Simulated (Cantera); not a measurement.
A Cantera script and its output.

```python
import numpy as np
import cantera as ct

gas = ct.Solution("gri30.yaml")
gas.TPX = 1175, 150, {'H2': 0.027, 'O2': 1, 'N2': 1.2}
reactor = ct.IdealGasConstPressureReactor(gas, energy="off", clone=False)
net = ct.ReactorNet([reactor])
net.rtol, net.atol = 1e-08, 1e-18
show = ['H2', 'O2', 'N2O', 'NO', 'NO2', 'H2O', 'H2O2']
times = np.geomspace(4e-06, 70, 14)

steps = ct.SolutionArray(gas, extra=["t"])
rows = []
print(f"{'t/s':>10s}{'T/K':>9s}{'P/Pa':>11s}" + "".join(f"{s:>11s}" for s in show))
for t in times:
    while net.time < t:
        t_next = net.step()
        steps.append(gas.state, t=t_next)
    rows.append([np.interp(t, steps.t, y) for y in (steps.T, steps.P, *steps(*show).X.T)])
    print(f"{t:10.3e}{rows[-1][0]:9.1f}{rows[-1][1]:11.4g}" + "".join(f"{x:11.3e}" for x in rows[-1][2:]))
rate = np.gradient(steps.T, steps.t)
print("integrator steps:", len(steps.t))
if steps.T.max() > steps.T[0] + 200:
    print(f"time of steepest temperature rise: {steps.t[rate.argmax()]:.4e} s")
gas.TPX = 1175, 150, {'H2': 0.027, 'O2': 1, 'N2': 1.2}
gas.equilibrate("TP")
print(f"equilibrium (TP): T = {gas.T:.1f} K  " + "  ".join(f"{s} {gas[s].X[0]:.3e}" for s in show))
```

Output:

```
       t/s      T/K       P/Pa         H2         O2        N2O         NO        NO2        H2O       H2O2
 4.000e-06   1175.0        150  1.212e-02  4.490e-01  9.519e-20  4.532e-29  1.335e-39  2.257e-18  2.638e-19
 1.443e-05   1175.0        150  1.212e-02  4.490e-01  3.435e-19  1.674e-27  1.332e-37  8.231e-17  3.226e-18
 5.204e-05   1175.0        150  1.212e-02  4.490e-01  1.241e-18  7.381e-26  1.830e-35  3.493e-15  4.165e-17
 1.877e-04   1175.0        150  1.212e-02  4.490e-01  4.504e-18  3.722e-24  3.521e-33  1.563e-13  5.419e-16
 6.772e-04   1175.0        150  1.212e-02  4.490e-01  1.661e-17  1.902e-22  8.179e-31  6.266e-12  7.026e-15
 2.443e-03   1175.0        150  1.212e-02  4.490e-01  6.477e-17  7.927e-21  2.278e-28  1.970e-10  9.111e-14
 8.811e-03   1175.0        150  1.212e-02  4.490e-01  3.022e-16  2.932e-19  7.589e-26  5.624e-09  1.172e-12
 3.178e-02   1175.0        150  1.212e-02  4.490e-01  4.099e-15  6.998e-17  1.320e-22  1.171e-06  1.478e-11
 1.146e-01   1175.0        150  3.465e-04  4.390e-01  1.338e-10  7.529e-10  3.433e-15  1.037e-02  4.378e-09
 4.135e-01   1175.0        150  1.192e-04  4.386e-01  8.353e-10  6.706e-09  3.779e-14  1.096e-02  2.346e-09
 1.492e+00   1175.0        150  1.091e-04  4.393e-01  1.098e-09  2.522e-08  1.503e-13  1.108e-02  2.361e-09
 5.380e+00   1175.0        150  8.072e-05  4.410e-01  1.189e-09  6.626e-08  4.764e-13  1.139e-02  2.379e-09
 1.941e+01   1175.0        150  3.352e-05  4.437e-01  1.432e-09  1.051e-07  1.292e-12  1.184e-02  2.213e-09
 7.000e+01   1175.0        150  5.894e-06  4.453e-01  1.806e-09  1.161e-07  3.721e-12  1.209e-02  1.410e-09
integrator steps: 1015
equilibrium (TP): T = 1175.0 K  H2 3.549e-09  O2 4.456e-01  N2O 4.469e-10  NO 1.955e-04  NO2 2.100e-07  H2O 1.220e-02  H2O2 6.010e-12
```

Computed with Cantera and GRI-Mech 3.0 (53 species, 325 reactions). Radical loss at walls, strong at low pressure, is not modelled.
